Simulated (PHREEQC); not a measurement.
Solution (25 °C): 0.005 mol NaHS and 0.00062 mol MnCl2 per kg of water. Closed to the air; pH follows from the charge balance.

Equilibrium calculation in PHREEQC: ion-association model, wateq4f.dat.

```json
[
 {"quantity": "pH", "before": "9.11", "after": "9.27"},
 {"quantity": "ionic strength (mol/kgw)", "before": "0.00683", "after": "0.00500"}
]
```

What was changed between the two runs?
(A) diluted 100-fold with water
(B) diluted 10-fold with water
(C) MnCl2 from 0.00062 to 0.000682 mol/kgw
(D) MnCl2 from 0.00062 to 0.0031 mol/kgw
(E) MnCl2 left out

E, MnCl2 left out

Precipitation was switched off in this run.
